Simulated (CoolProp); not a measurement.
Vapour pressure (kPa) of acetone: the reference equation beside estimates from Tc = 508.1 K, pc = 4692 kPa, ω = 0.307.

Values from CoolProp's reference Helmholtz-energy equation of state, Lemmon 2006. It is a short technical equation, of lower accuracy than the large ones.

```csv
T (K),reference,van der Waals,Redlich-Kwong
303.9,39.16,400.3,92.95
312,54.13,465.3,122.0
320.1,73.40,537.2,157.5
328.2,97.82,616.1,200.3
336.3,128.3,702.5,251.1
344.4,165.8,796.5,310.8
352.5,211.4,898.5,380.3
360.6,266.3,1009,460.4
368.7,331.6,1127,551.9
376.8,408.5,1255,655.7
384.9,498.4,1391,772.6
393,602.8,1536,903.4
```

Absolute difference from the reference over all 12 rows, mean and median: van der Waals 421.4 and 352.7 %, Redlich-Kwong 87.5 and 83.7 %.
